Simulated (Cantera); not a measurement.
# Ignition delay

Mixture: 4.14 % CH4, 20.2 % O2, 75.7 % N2, at 2.66 atm, adiabatic and at constant volume. Ignition delay is the time to a rise of 400 K.

Computed with Cantera and GRI-Mech 3.0 (53 species, 325 reactions).

```
T0 (K)  delay (ms)
------  ----------
1275          4.35
1325          2.38
1375          1.35
1425         0.793
1475         0.484
1525         0.306
1575         0.200
1625         0.136
1675        0.0944
1725        0.0675
```

* **apparent activation energy between 1625 and 1725 K**: 160 kJ/mol
